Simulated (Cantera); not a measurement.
An isothermal, constant-pressure homogeneous reactor starts with 4.17 % C₃H₈, 95.8 % H₂, at 1125 K and 4.73 Torr.

Computed with Cantera and GRI-Mech 3.0 (53 species, 325 reactions). GRI-Mech 3.0 was tuned for natural gas; its chemistry of propane as a main component is partial and can be far from experiment. GRI-Mech 3.0 stops at C3 and has no aromatics, soot or wall deposition, so with more carbon than oxygen in the feed, carbon stays in small species such as C2H2 where larger ones or solid carbon would form. Radical loss at walls, strong at low pressure, is not modelled.

x: mole fraction; the columns are a selection and need not sum to one.

```csv
t (s),x C₃H₈,x H₂,x CH₃,x CH₄,x C₂H,x CH₂
3.00e-6,0.0417,0.958,1.73e-8,4.16e-11,<1e-12,<1e-12
1.01e-5,0.0417,0.958,5.78e-8,4.66e-10,<1e-12,<1e-12
3.39e-5,0.0417,0.958,1.91e-7,5.20e-9,<1e-12,<1e-12
0.000114,0.0417,0.958,(withheld),(withheld),<1e-12,<1e-12
0.000382,0.0417,0.958,(withheld),(withheld),<1e-12,<1e-12
0.00128,0.0416,0.958,9.58e-6,8.92e-6,<1e-12,5.85e-12
0.00431,0.0415,0.958,3.88e-5,0.000125,<1e-12,1.57e-10
0.0145,0.0400,0.957,0.000128,0.00150,<1e-12,1.84e-9
0.0487,0.0287,0.946,0.000233,0.0121,<1e-12,6.33e-9
0.164,0.00497,0.925,9.35e-5,0.0351,2.65e-12,2.50e-9
0.549,0.000226,0.920,1.48e-5,0.0401,2.43e-12,1.14e-10
1.85,1.34e-5,0.920,3.99e-6,0.0404,1.08e-12,8.94e-12
6.20,3.36e-7,0.920,1.92e-6,0.0404,<1e-12,2.12e-12
20.8,2.13e-8,0.920,1.79e-6,0.0404,1.19e-12,1.84e-12
70.0,1.62e-8,0.921,1.73e-6,0.0404,2.40e-12,1.71e-12
```

Complete the blanks.


- 0.000114, x CH₃: 6.27e-7
- 0.000114, x CH₄: 5.74e-8
- 0.000382, x CH₃: 2.25e-6
- 0.000382, x CH₄: 6.61e-7
